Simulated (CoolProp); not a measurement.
A single-stage vapour-compression cycle with cyclopentane: evaporating at 311.15 K (dew point), condensing at 366.15 K (bubble point), superheat 2 K, subcooling 2 K, compressor efficiency 0.65, no pressure losses. Each further row changes one setting.

Values from CoolProp's reference Helmholtz-energy equation of state, Gedanitz 2015.

```tsv
case	cooling COP	pressure ratio	discharge temperature (K)	refrigerating effect (kJ/kg)	volumetric capacity (kJ/m³)
as stated	3.07	5.10	384.6	293	558
evaporating temperature 316.15 K	3.49	4.28	[?]	299	670
condensing temperature 361.15 K	[?]	[?]	379.2	304	579
subcooling 7 K	3.18	5.10	384.6	304	579
superheat 12 K	3.10	5.10	394.2	[?]	564
compressor efficiency 0.55	2.60	5.10	394.8	293	558
```

Problem. Some entries are withheld; supply them.

Solution. 
- evaporating temperature 316.15 K, discharge temperature (K): 382.2
- condensing temperature 361.15 K, cooling COP: 3.45
- condensing temperature 361.15 K, pressure ratio: 4.50
- superheat 12 K, refrigerating effect (kJ/kg): 306
